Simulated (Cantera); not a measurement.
A closed system holds: 1 mol Si3N4, 0.04 mol H2, 0.35 mol C, 0.22 mol CH4, held at 0.0150 Torr.

Equilibrium computed with Cantera from the NASA thermochemical tables; the gas is ideal and each condensed phase is pure. Candidate condensed phases: C, C6H6, C7H8, C8H18, Si, SiC, Si3N4; 105 gas species. The tables' values for SiN are old estimates; treat these amounts as uncertain. Kinetics and transport are ignored.

Question: At 2423 K, list the 5 most abundant gas species with their mole fractions, and the condensed phases.

Answer: Si 0.460, N2 0.332, H 0.156, SiC2 0.0403, CN 0.00447. Condensed: gas only.
